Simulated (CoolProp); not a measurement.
Properties of R365MFC along the isobar 0.532 MPa.

Model: reference Helmholtz-energy equation of state, Lemmon 2016, in CoolProp.

```
T (°C)   phase        Z  cp (kJ/(kg K))  cv (kJ/(kg K))  expansivity (1/kK)
------  ------  -------  --------------  --------------  ------------------
39.15   liquid  0.02471           1.404           1.056               1.799
60.05   liquid  0.02410           1.451           1.090               2.010
80.85   liquid  0.02372           1.506           1.124               2.315
101.75     gas   0.8646           1.250           1.127               4.615
122.55     gas   0.8931           1.244           1.145               3.777
143.45     gas   0.9127           1.250           1.164               3.265
164.25     gas   0.9269           1.264           1.186               2.924
185.15     gas   0.9379           1.285           1.211               2.677
205.95     gas   0.9466           1.309           1.238               2.488
226.85     gas   0.9538           1.336           1.267               2.333
```
